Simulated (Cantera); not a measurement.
A perfectly stirred reactor is fed with CH₂O : O₂ : N₂ = 0.0064 : 0.0086 : 1 (molar parts), at 5.00 bar; it is held at 1023 K, and followed from long to short residence time.

Model: GRI-Mech 3.0 (53 species, 325 reactions), integrated in Cantera.

x: mole fraction; the columns are a selection and need not sum to one.

| τ (s) | x CH₂O | x O₂ | x NO | x CH₂ | x C₂H | x CH₂CO |
|---|---|---|---|---|---|---|
| 1.0 | 5.98e-5 | 0.00369 | 7.22e-11 | <1e-12 | <1e-12 | 1.72e-12 |
| 0.49 | ? | ? | 2.81e-11 | <1e-12 | <1e-12 | 4.24e-12 |
| 0.24 | 0.000163 | 0.00473 | 1.04e-11 | <1e-12 | <1e-12 | 9.21e-12 |
| 0.12 | ? | 0.00521 | 4.00e-12 | <1e-12 | <1e-12 | 1.75e-11 |
| 0.056 | 0.000447 | 0.00565 | 1.42e-12 | <1e-12 | <1e-12 | 3.15e-11 |
| 0.027 | 0.000730 | 0.00600 | <1e-12 | <1e-12 | <1e-12 | 4.92e-11 |
| 0.013 | 0.00120 | 0.00632 | <1e-12 | <1e-12 | <1e-12 | 6.57e-11 |
| 0.0064 | 0.00198 | 0.00666 | <1e-12 | <1e-12 | <1e-12 | 6.71e-11 |
| 0.0031 | 0.00330 | 0.00715 | <1e-12 | <1e-12 | <1e-12 | 3.90e-11 |
| 0.0015 | 0.00501 | 0.00784 | <1e-12 | <1e-12 | <1e-12 | 7.22e-12 |
| 0.00074 | 0.00604 | 0.00832 | <1e-12 | <1e-12 | <1e-12 | <1e-12 |

Problem. Complete the blanks.

Solution. 
- 0.49, x CH₂O: 9.83e-5
- 0.49, x O₂: 0.00420
- 0.12, x CH₂O: 0.000265
